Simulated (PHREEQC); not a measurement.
Make-up at 25 °C: 0.041 mol/kgw H2SO4 and 0.0096 mol/kgw Li2SO4. Closed to the air; pH follows from the charge balance.

Computed with PHREEQC (ion-association model, phreeqc.dat).

```csv
quantity,before,after
pH,1.39,1.43
ionic strength (mol/kgw),0.0843,0.104
SO4-2 (mol/kgw),0.0169,0.0218
```

### Question
Which change was made?
A) H2SO4 from 0.041 to 0.0369 mol/kgw
B) diluted 10-fold with water
C) Li2SO4 from 0.0096 to 0.00192 mol/kgw
D) Li2SO4 from 0.0096 to 0.0192 mol/kgw
E) Li2SO4 from 0.0096 to 0.048 mol/kgw

### Answer
D, Li2SO4 from 0.0096 to 0.0192 mol/kgw

Precipitation was switched off in this run.
